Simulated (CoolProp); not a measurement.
Properties of water along the isobar 313 bar (Tc = 647.1 K, pc = 220.6 bar, ω = 0.344).

Computed with CoolProp (reference Helmholtz-energy equation of state, Wagner 2002).

```
T (K)          phase       Z  cp (kJ/(kg K))  speed of sound (m/s)  expansivity (1/kK)  viscosity (µPa s)  conductivity (mW/(m K))
-----  -------------  ------  --------------  --------------------  ------------------  -----------------  -----------------------
632.1         liquid  0.1722           6.753                 767.2               4.820               72.7                        ?
661.4  supercritical  0.2048               ?                 547.1               12.42               58.4                      405
690.6  supercritical  0.4043           16.28                     ?               21.91               35.4                      228
719.8  supercritical  0.5704           7.619                 514.0               8.415                  ?                      145
749    supercritical  0.6636           5.392                 558.5               5.206                  ?                      124
778.3  supercritical  0.7272           4.397                 592.3               3.816               32.4                      116
807.5  supercritical  0.7740           3.845                 619.9                   ?               33.2                      112
836.7  supercritical  0.8103           3.501                 643.7               2.555               34.2                      112
865.9  supercritical  0.8392           3.270                 664.7               2.215               35.2                      113
895.2  supercritical  0.8629           3.108                 683.8                   ?               36.2                      114
924.4  supercritical  0.8824           2.991                 701.3               1.774               37.2                      117
953.6  supercritical  0.8988           2.905                 717.6               1.622               38.3                      120
```

Question: What belongs in the gaps?

Answer: 
- 632.1, conductivity (mW/(m K)): 485
- 661.4, cp (kJ/(kg K)): 11.38
- 690.6, speed of sound (m/s): 447.5
- 719.8, viscosity (µPa s): 31.9
- 749, viscosity (µPa s): 31.8
- 807.5, expansivity (1/kK): 3.045
- 895.2, expansivity (1/kK): 1.965

The peak of cp marks the crossing from liquid-like to gas-like fluid above the critical point.

Viscosity comes from a separate model (Huber 2009). Thermal conductivity comes from a separate model (Huber 2012).
